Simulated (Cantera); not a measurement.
An adiabatic, constant-volume homogeneous reactor starts with 3.36 % CH₄, 15.6 % O₂, 58.8 % N₂, 22.2 % H₂O, equivalence ratio 0.43, at 1725 K and 1.01 bar.

Model: GRI-Mech 3.0 (53 species, 325 reactions), integrated in Cantera.

x: mole fraction; the columns are a selection and need not sum to one.

```
t (s)     T (K)  P (bar)   x CH₄    x O₂  x H₂O      x O      x NO
--------  -----  -------  ------  ------  -----  -------  --------
3.00e-6    1725     1.01  0.0336   0.156  0.222        ?    <1e-12
9.72e-6    1725     1.01  0.0336   0.156  0.222        ?    <1e-12
3.15e-5    1725     1.01  0.0334   0.156  0.222        ?  3.97e-12
0.000102   1728     1.02  0.0318   0.155  0.223        ?  6.87e-11
0.000330   2403     1.42  <1e-12  0.0866  0.276        ?   5.85e-5
0.00107    2411     1.43  <1e-12  0.0865  0.277  0.00228  0.000309
0.00346    2410     1.43  <1e-12  0.0861  0.277  0.00226   0.00109
0.0112     2406     1.42  <1e-12  0.0851  0.277  0.00220   0.00335
0.0363     2398     1.42  <1e-12  0.0830  0.277  0.00209   0.00770
0.118      2394     1.42  <1e-12  0.0818  0.278  0.00203    0.0101
0.381      2394     1.42  <1e-12  0.0818  0.278  0.00203    0.0102
1.23       2394     1.42  <1e-12  0.0818  0.278  0.00203    0.0102
4.00       2394     1.42  <1e-12  0.0818  0.278  0.00203    0.0102
```

### Question
Some entries are withheld; supply them.

### Answer

- 3.00e-6, x O: 2.41e-7
- 9.72e-6, x O: 3.61e-7
- 3.15e-5, x O: 8.62e-7
- 0.000102, x O: 7.00e-6
- 0.000330, x O: 0.00250
